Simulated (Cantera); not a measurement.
## Reactions in the system Cu-H-N-O

Standard-state values (1 bar) from the NASA 1993 polynomials, evaluated with Cantera. Values are per mole of reaction as written; species without (g) are pure solids or liquids, kept so even where they would boil at 1 bar.

3 Cu(OH)2 + 8 N(g) ⇌ 6 NO(g) + 3 Cu + 2 NH3(g)

```json
[
 {"T (K)": "1048", "ΔH° (kJ)": "-2072.3", "ΔS° (J/K)": "33.5", "ΔG° (kJ)": "-2107.4", "log10 K": "105.04"},
 {"T (K)": "1098", "ΔH° (kJ)": "-2078.2", "ΔS° (J/K)": "28.0", "ΔG° (kJ)": "-2109.0", "log10 K": "100.33"},
 {"T (K)": "1148", "ΔH° (kJ)": "-2084.0", "ΔS° (J/K)": "22.9", "ΔG° (kJ)": "-2110.2", "log10 K": "96.01"},
 {"T (K)": "1198", "ΔH° (kJ)": "-2089.6", "ΔS° (J/K)": "18.1", "ΔG° (kJ)": "-2111.2", "log10 K": "92.05"},
 {"T (K)": "1248", "ΔH° (kJ)": "-2094.9", "ΔS° (J/K)": "13.7", "ΔG° (kJ)": "-2112.0", "log10 K": "88.40"},
 {"T (K)": "1298", "ΔH° (kJ)": "-2100.1", "ΔS° (J/K)": "9.7", "ΔG° (kJ)": "-2112.6", "log10 K": "85.02"},
 {"T (K)": "1348", "ΔH° (kJ)": "-2105.0", "ΔS° (J/K)": "5.9", "ΔG° (kJ)": "-2113.0", "log10 K": "81.88"}
]
```
